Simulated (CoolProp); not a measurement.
Vapour-liquid equilibrium of propylene (1) + propane (2) at 0.627 MPa; x and y are mole fractions of (1).

Model: multi-fluid Helmholtz-energy mixture model, Lemmon 2013 and Lemmon 2009; pair parameters Bell 2016, in CoolProp.

Give the bubble temperature and the first vapour's composition at x = 0.05, 0.5, 0.8. Is there an azeotrope?

x = 0.05: 282.1 K, y = 0.063; x = 0.5: 278.1 K, y = 0.544; x = 0.8: 276.4 K, y = 0.820. No azeotrope shows between x = 0.05 and 0.95.

The pair parameters rest on a limited set of measurements; away from them the model extrapolates.
